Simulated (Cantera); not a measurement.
A closed system holds: 1 mol SiH4, a varied amount of O2, 2.5 mol N2, equilibrated at 1998 K and 1.00 Torr.

Method: chemical equilibrium by Gibbs-energy minimisation in Cantera with the NASA 1993 tables (ideal gas, pure condensed phases). Candidate condensed phases: H2O, Si, SiO2, Si2N2O, Si3N4; 35 gas species. The tables hold silica as quartz up to 1696 K and as liquid above; real silica turns to tridymite and cristobalite and melts near 1996 K. Gases not in the tables: Si2H6 and higher silanes. The numbers say what is thermodynamically allowed, not how fast it happens.

Which condensed phases are stable at each of these points (n(O2) (mol)): 0.072, 0.11, 0.17, 0.27, 0.41, 0.64, 1, 1.5, 2.4, 3.7, 5.8, 9, 14?


```
n(O2) (mol)  condensed phases  Si condensed (%)
-----------  ----------------  ----------------
0.072                   Si(l)              69.0
0.11                    Si(l)              61.1
0.17                    Si(l)              48.7
0.27                    Si(l)              28.0
0.41                 gas only               0.0
0.64                 gas only               0.0
1                     SiO2(l)              39.4
1.5                   SiO2(l)              82.9
2.4                   SiO2(l)              99.2
3.7                   SiO2(l)              99.4
5.8                   SiO2(l)              99.3
9                     SiO2(l)              99.2
14                    SiO2(l)              98.9
```

From 0.072 mol O2 to 0.27 mol O2 the condensed part is Si(l). From 0.41 mol O2 to 0.64 mol O2 nothing is condensed. From 1 mol O2 to 14 mol O2 the condensed part is SiO2(l).
